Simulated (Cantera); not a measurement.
A perfectly stirred reactor is fed with CO : O₂ : H₂O : N₂ = 0.006 : 0.033 : 0.053 : 1 (molar parts), equivalence ratio 0.091, at 1.20 bar; it is held at 1400 K, and followed from long to short residence time.

Computed with Cantera and GRI-Mech 3.0 (53 species, 325 reactions).

**Question.** Predict: x(CO) at τ = 1.90 s; x(O₂) at τ = 1.90 s; x(H₂O) at τ = 1.90 s; x(N₂O) at τ = 1.90 s; x(OH) at τ = 1.90 s; x(CO) at τ = 33.0 ms; x(O₂) at τ = 33.0 ms; x(H₂O) at τ = 33.0 ms; x(N₂O) at τ = 33.0 ms; x(OH) at τ = 33.0 ms.

**Answer.** 
```
Item                      Value
---------------------  --------
x(CO) at τ = 1.90 s     1.87e-5
x(O₂) at τ = 1.90 s      0.0275
x(H₂O) at τ = 1.90 s     0.0486
x(N₂O) at τ = 1.90 s    2.48e-7
x(OH) at τ = 1.90 s     4.54e-5
x(CO) at τ = 33.0 ms   0.000283
x(O₂) at τ = 33.0 ms     0.0276
x(H₂O) at τ = 33.0 ms    0.0485
x(N₂O) at τ = 33.0 ms   6.00e-7
x(OH) at τ = 33.0 ms   0.000163
```
